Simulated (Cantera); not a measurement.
A closed system holds: 1 mol C3H6, 0.0088 mol O2, 41 mol N2, at 2775 K and 1000 Pa.

Cantera equilibrium calculation (NASA polynomials, part measured and part estimated; ideal gas, pure solids and liquids). Equilibrium is a limit: real reactors are often held back by kinetics, nucleation or transport.

```tsv
species	before	after
N2	0.873	0.931
H2	0.0131	0.0679
CO	0.000380	0.000400
H	0.0858	8.21e-5
HCN	0.0141	0.000374
CN	0.00752	2.72e-9
C3	0.00231	<1e-9
C	0.000500	<1e-9
C2H	0.000318	<1e-9
C2	0.000225	<1e-9
C2N2	0.000299	7.24e-9
C(graphite), mol	1.41	2.97
```
Gas species are given as mole fractions.

Problem. Name the change that produced these shifts.
A) temperature from 2775 K to 623 K
B) C3H6 replaced by C3H8
C) temperature from 2775 K to 1550 K
D) N2 from 41 to 0.29 mol

Solution. C, temperature from 2775 K to 1550 K
